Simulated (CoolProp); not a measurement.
The numbers come from the reference Helmholtz-energy equation of state, Zhou 2014 in CoolProp.

Q: For cyclohexane, give the phase and the cp (kJ/(kg K)), cv (kJ/(kg K)), speed of sound (m/s), Joule-Thomson coefficient (K/MPa) at 586.3 K and 0.265 MPa.

A: 
- 586.3 K and 0.265 MPa: gas; cp 2.64, cv 2.53, speed of sound 241, Joule-Thomson coefficient 4.97
